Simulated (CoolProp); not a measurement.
Values from CoolProp's reference Helmholtz-energy equation of state, Platzer 1990. This equation is an older, rougher fit; its heat capacities, sound speeds and derivatives of the liquid may be far off and weren't checked against measurements.

Q: Give the vapour pressure (MPa), liquid density (kg/m³), vapour density (kg/m³), enthalpy of vaporisation (kJ/kg) of saturated c-C4F8 (RC318) at 25.25, 51.05 °C.

A: 
```
T (°C)  p (MPa)  liquid density (kg/m³)  vapour density (kg/m³)  enthalpy of vaporisation (kJ/kg)
------  -------  ----------------------  ----------------------  --------------------------------
25.25     0.315                    1500                    28.3                               104
51.05     0.666                    1380                    60.0                              91.2
```
